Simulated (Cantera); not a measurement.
A closed system holds: 1 mol SiCl4, 11 mol O2, 3 mol H2, at 1575 K and 0.218 Torr.

These are equilibrium values from Cantera (NASA tables, ideal gas, pure condensed phases), not measurements of a reactor. Candidate condensed phases: H2O, Si, SiO2; 30 gas species. The tables hold silica as quartz up to 1696 K and as liquid above; real silica turns to tridymite and cristobalite and melts near 1996 K. The numbers say what is thermodynamically allowed, not how fast it happens.

Base state: O2 0.627, HCl 0.205, H2O 0.100, Cl 0.0658, OH 0.00147, O 0.000498, Cl2 0.000141, H2 3.65e-5 (mole fractions); condensed: SiO2(β-quartz).

### Question
What changes in the equilibrium state with this change: O2 from 11 to 0.2 mol?

### Answer
| species | before | after |
|---|---|---|
| HCl | 0.205 | 0.514 |
| H2 | 3.65e-5 | 0.298 |
| SiCl2 | <1e-9 | 0.108 |
| O2 | 0.627 | <1e-9 |
| SiO | 1.70e-8 | 0.0741 |
| H2O | 0.100 | 6.65e-7 |
| Cl | 0.0658 | 0.00182 |
| SiCl3 | <1e-9 | 0.00273 |
| OH | 0.00147 | <1e-9 |
| O | 0.000498 | <1e-9 |
| SiCl4 | <1e-9 | 0.000180 |
| SiCl | <1e-9 | 4.54e-5 |
| SiO2(β-quartz), mol | 1.000 | 0 |
The tables' values for SiCl3, SiCl are old estimates; treat these amounts as uncertain.

### Question
What changes in the equilibrium state with this change: pressure from 0.218 Torr to 10.0 Torr?

### Answer
| species | before | after |
|---|---|---|
| O2 | 0.627 | 0.641 |
| HCl | 0.205 | 0.239 |
| H2O | 0.100 | 0.0857 |
| Cl | 0.0658 | 0.0320 |
| H | 1.47e-5 | 7.69e-7 |
| Cl2 | 0.000141 | 0.00152 |
| H2 | 3.65e-5 | 4.56e-6 |
| O | 0.000498 | 7.43e-5 |
| ClO | 1.99e-5 | 6.63e-5 |
| SiO2(β-quartz), mol | 1.000 | 1.00 |
